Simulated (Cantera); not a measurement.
Charge: 1 mol C2H4, 0.027 mol O2, 87 mol H2, held at 10.0 Torr.

Method: chemical equilibrium by Gibbs-energy minimisation in Cantera with the NASA 1993 tables (ideal gas, pure condensed phases). Candidate condensed phases: C, C6H6, C7H8, C8H18, H2O; 110 gas species. Equilibrium is a limit: real reactors are often held back by kinetics, nucleation or transport. All values below are at 2598 K.

Base state: H2 0.712, H 0.278, C2H2 (acetylene) 0.00880, CO 0.000522, C2H 0.000301, C3 0.000109, C4H2 4.50e-5, C 4.00e-5 (mole fractions); condensed: gas only.

What changes in the equilibrium state with this change: O2 from 0.027 to 0.16 mol?


```json
[
 {"species": "H2", "before": "0.712", "after": "0.711"},
 {"species": "H", "before": "0.278", "after": "0.278"},
 {"species": "C2H2 (acetylene)", "before": "0.00880", "after": "0.00759"},
 {"species": "CO", "before": "0.000522", "after": "0.00308"},
 {"species": "C4H2", "before": "4.50e-5", "after": "3.36e-5"},
 {"species": "C3", "before": "0.000109", "after": "8.73e-5"},
 {"species": "C2H", "before": "0.000301", "after": "0.000260"}
]
```
